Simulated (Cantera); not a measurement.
Feed: 1 mol Fe3O4, 13 mol CO, 0.83 mol H2, held at 5.10 bar.

Cantera equilibrium calculation (NASA polynomials, part measured and part estimated; ideal gas, pure solids and liquids). Candidate condensed phases: C, C6H6, C7H8, C8H18, Fe, Fe(CO)5, FeO, Fe(OH)2, Fe(OH)3, Fe2O3, Fe3O4, H2O; 114 gas species. Each liquid is taken as pure. Mutual solubility and eutectic melting of coexisting phases are not modelled. The tables' stoichiometric FeO is somewhat more stable than real wüstite, so its field is too wide. FeO: taken at fixed stoichiometry. Equilibrium is a limit: real reactors are often held back by kinetics, nucleation or transport.

x: gas mole fraction; n: condensed amount in mol.

```tsv
T (K)	x CO	x CO2	x H2	x H2O	x H	x Fe	n Fe(δ)	n FeO(l)	n Fe(l)
1775	0.837	0.103	0.0411	0.0189	[?]	4.00e-6	0.688	2.31	0
1825	0.842	0.0979	0.0412	0.0188	[?]	8.20e-6	0	2.39	0.614
1875	0.845	0.0945	0.0411	0.0189	[?]	1.59e-5	0	2.43	0.569
1925	0.848	0.0915	0.0410	0.0190	[?]	2.97e-5	0	2.47	0.528
1975	0.851	0.0886	0.0408	0.0191	[?]	5.38e-5	0	2.51	0.490
2025	0.854	0.0860	0.0407	0.0192	[?]	9.43e-5	0	2.54	0.454
2075	0.856	0.0836	0.0406	0.0193	[?]	0.000161	0	2.58	0.421
2125	0.858	0.0814	0.0405	0.0193	[?]	0.000267	0	2.61	0.390
```

### Question
Fill in the missing entries.

### Answer

- 1775, x H: 2.60e-5
- 1825, x H: 3.96e-5
- 1875, x H: 5.88e-5
- 1925, x H: 8.57e-5
- 1975, x H: 0.000122
- 2025, x H: 0.000172
- 2075, x H: 0.000238
- 2125, x H: 0.000324
